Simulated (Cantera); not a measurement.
A Cantera script and its output.

```python
import numpy as np
import cantera as ct

gas = ct.Solution("h2o2.yaml")
gas.TPX = 1000, 12000, {'H2': 0.96, 'O2': 1, 'N2': 0.71}
reactor = ct.IdealGasConstPressureReactor(gas, energy="off", clone=False)
net = ct.ReactorNet([reactor])
net.rtol, net.atol = 1e-08, 1e-18
show = ['H2', 'O2', 'H2O2', 'OH', 'HO2']
times = np.geomspace(3e-06, 10, 9)

steps = ct.SolutionArray(gas, extra=["t"])
rows = []
print(f"{'t/s':>10s}{'T/K':>9s}{'P/Pa':>11s}" + "".join(f"{s:>11s}" for s in show))
for t in times:
    while net.time < t:
        t_next = net.step()
        steps.append(gas.state, t=t_next)
    rows.append([np.interp(t, steps.t, y) for y in (steps.T, steps.P, *steps(*show).X.T)])
    print(f"{t:10.3e}{rows[-1][0]:9.1f}{rows[-1][1]:11.4g}" + "".join(f"{x:11.3e}" for x in rows[-1][2:]))
rate = np.gradient(steps.T, steps.t)
print("integrator steps:", len(steps.t))
if steps.T.max() > steps.T[0] + 200:
    print(f"time of steepest temperature rise: {steps.t[rate.argmax()]:.4e} s")
gas.TPX = 1000, 12000, {'H2': 0.96, 'O2': 1, 'N2': 0.71}
gas.equilibrate("TP")
print(f"equilibrium (TP): T = {gas.T:.1f} K  " + "  ".join(f"{s} {gas[s].X[0]:.3e}" for s in show))
```

Result:

```
       t/s      T/K       P/Pa         H2         O2       H2O2         OH        HO2
 3.000e-06   1000.0    1.2e+04  3.596e-01  3.745e-01  1.762e-15  8.567e-13  3.550e-11
 1.961e-05   1000.0    1.2e+04  3.596e-01  3.745e-01  7.707e-14  1.414e-11  2.406e-10
 1.282e-04   1000.0    1.2e+04  3.596e-01  3.745e-01  5.168e-12  1.258e-09  3.806e-09
 8.379e-04   1000.0    1.2e+04  3.267e-02  2.469e-01  9.561e-06  4.111e-03  9.095e-05
 5.477e-03   1000.0    1.2e+04  1.715e-03  2.380e-01  4.827e-06  1.029e-04  2.976e-05
 3.580e-02   1000.0    1.2e+04  1.700e-04  2.375e-01  9.616e-07  2.499e-05  5.045e-06
 2.340e-01   1000.0    1.2e+04  2.088e-06  2.374e-01  5.142e-08  7.995e-06  9.275e-08
 1.530e+00   1000.0    1.2e+04  5.989e-09  2.374e-01  6.950e-09  2.642e-06  3.492e-09
 1.000e+01   1000.0    1.2e+04  7.572e-10  2.374e-01  1.081e-09  9.936e-07  9.852e-10
integrator steps: 1809
equilibrium (TP): T = 1000.0 K  H2 2.284e-10  O2 2.374e-01  H2O2 2.084e-10  OH 4.230e-07  HO2 1.258e-09
```

Cantera simulation using the H2/O2 subset of GRI-Mech 3.0, which has no nitrogen chemistry; the numbers are that mechanism's predictions, not measurements. Radical loss at walls, strong at low pressure, is not modelled. The temperature is held fixed by assumption; the heat of reaction is taken as removed at once.
